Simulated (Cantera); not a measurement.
Feed: 1 mol BF3, 11 mol H2, at 1273 K and 21.0 Pa.

Method: chemical equilibrium by Gibbs-energy minimisation in Cantera with the NASA 1993 tables (ideal gas, pure condensed phases). Candidate condensed phases: B; 20 gas species. The tables' values for BF2 are old estimates; treat these amounts as uncertain. The numbers say what is thermodynamically allowed, not how fast it happens.

### Question
What is the equilibrium state?

### Answer
- x(H2) = 0.913
- x(BF3) = 0.0793
- x(HF) = 0.00414
- x(BHF2) = 0.00233
- x(BF2) = 0.00143
- x(BF) = 0.000193
- x(H) = 4.70e-5
- gas amount = 12.01 mol
- log10 activity of B(s) (absent) = -1.23
